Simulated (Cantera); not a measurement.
A perfectly stirred reactor is fed with NO : N2 = 0.34 : 6.3 (molar parts), at 0.0260 bar; it is held at 2025 K, and followed from long to short residence time.

Model: GRI-Mech 3.0 (53 species, 325 reactions), integrated in Cantera. Radical loss at walls, strong at low pressure, is not modelled.

Q: Predict: x(NO) at τ = 8.80 s; x(O2) at τ = 8.80 s; x(NO2) at τ = 8.80 s; x(N2O) at τ = 8.80 s; x(N2) at τ = 8.80 s; x(NO) at τ = 0.130 s; x(O2) at τ = 0.130 s; x(NO2) at τ = 0.130 s; x(N2O) at τ = 0.130 s; x(N2) at τ = 0.130 s.

A: 
| Item | Result |
|---|---|
| x(NO) at τ = 8.80 s | 0.0383 |
| x(O2) at τ = 8.80 s | 0.00625 |
| x(NO2) at τ = 8.80 s | 1.78e-6 |
| x(N2O) at τ = 8.80 s | 6.18e-7 |
| x(N2) at τ = 8.80 s | 0.955 |
| x(NO) at τ = 0.130 s | 0.0512 |
| x(O2) at τ = 0.130 s | 6.94e-6 |
| x(NO2) at τ = 0.130 s | 1.30e-7 |
| x(N2O) at τ = 0.130 s | 1.13e-6 |
| x(N2) at τ = 0.130 s | 0.949 |
